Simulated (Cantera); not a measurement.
An adiabatic, constant-volume homogeneous reactor starts with 9.51 % CO, 1.90 % H2, 1.05 % CH4, 15.9 % O2, 71.6 % N2, at 1125 K and 500000 Pa.

Detailed kinetics in Cantera: GRI-Mech 3.0 (53 species, 325 reactions).

Q: Predict: time of steepest temperature rise; temperature at 4.00 s; equilibrium temperature; x(CO) at 4.00 s; x(H2) at 4.00 s; x(NO) at 4.00 s.

A: 
| Item | Result |
|---|---|
| time of steepest temperature rise | 0.379 ms |
| temperature at 4.00 s | 2413 K |
| equilibrium temperature | 2413 K |
| x(CO) at 4.00 s | 0.00278 (gas-phase equilibrium 0.00278) |
| x(H2) at 4.00 s | 0.000174 (gas-phase equilibrium 0.000174) |
| x(NO) at 4.00 s | 0.0119 (gas-phase equilibrium 0.0119) |
